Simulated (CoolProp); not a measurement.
The numbers come from the reference Helmholtz-energy equation of state, Tillner-Roth 1994 in CoolProp.

Give the vapour pressure (bar), liquid density (kg/m³), enthalpy of vaporisation (kJ/kg), vapour viscosity (µPa s) of saturated R134a at -31.65 °C.


| T (°C) | p (bar) | liquid density (kg/m³) | enthalpy of vaporisation (kJ/kg) | vapour viscosity (µPa s) |
|---|---|---|---|---|
| -31.65 | 0.780 | 1390 | 221 | 9.58 |

Viscosity comes from a separate model (Huber 2003), an estimate that may be off by 10 % or more.
